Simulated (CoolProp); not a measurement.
Properties of dimethyl ether along the isotherm 377.1 K.

Values from CoolProp's reference Helmholtz-energy equation of state, Wu 2011.

```csv
p (bar),phase,Z,cv (kJ/(kg K)),speed of sound (m/s),Joule-Thomson coefficient (K/MPa)
22.2,gas,___,___,229.7,13.30
44.5,liquid,0.1309,1.748,403.2,1.065
66.7,liquid,0.1881,1.731,476.2,0.6382
88.9,liquid,0.2435,1.722,___,0.4198
111,liquid,0.2973,1.717,574.3,0.2821
133,liquid,0.3498,1.714,___,___
156,liquid,0.4037,1.713,___,0.1099
178,liquid,0.4544,1.712,676.7,___
200,liquid,0.5043,1.712,704.1,0.007651
222,liquid,0.5537,1.713,729.4,-0.03035
245,liquid,0.6046,1.713,___,-0.06384
267,liquid,0.6528,1.714,776.1,-0.09125
```

Question: Fill in the missing entries.

Answer: 
- 22.2, Z: 0.7882
- 22.2, cv (kJ/(kg K)): 1.637
- 88.9, speed of sound (m/s): 530.3
- 133, speed of sound (m/s): 612.0
- 133, Joule-Thomson coefficient (K/MPa): 0.1854
- 156, speed of sound (m/s): 646.8
- 178, Joule-Thomson coefficient (K/MPa): 0.05343
- 245, speed of sound (m/s): 754.0
